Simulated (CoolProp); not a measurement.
Vapour-liquid equilibrium of hydrogen sulfide (1) + isobutane (2) at -45.85 °C; x and y are mole fractions of (1).

The numbers come from the multi-fluid Helmholtz-energy mixture model, Lemmon 2006 and Bücker 2006; pair parameters Kunz 2012 in CoolProp.

```csv
x,"bubble pressure, mixture model (MPa)","bubble pressure, Raoult's law (MPa)","y, mixture model","y, Raoult's law"
0.05,0.04066,0.03007,0.502,0.333
0.2,0.09413,0.05692,0.812,0.703
0.35,0.1314,0.08376,0.882,0.836
0.5,0.1533,0.1106,0.910,0.905
0.65,0.1669,0.1375,0.928,0.946
0.8,0.1791,0.1643,0.947,0.974
0.95,0.1942,0.1912,0.982,0.994
```

The largest gap from Raoult's law is +65.4 % in bubble pressure, at x = 0.2. No azeotrope shows between x = 0.05 and 0.95.

Pair parameters are fitted to limited data, so mixtures are less certain than the pure fluids. With so large a gap from Raoult's law the liquid may split in two, which this calculation doesn't test in full.
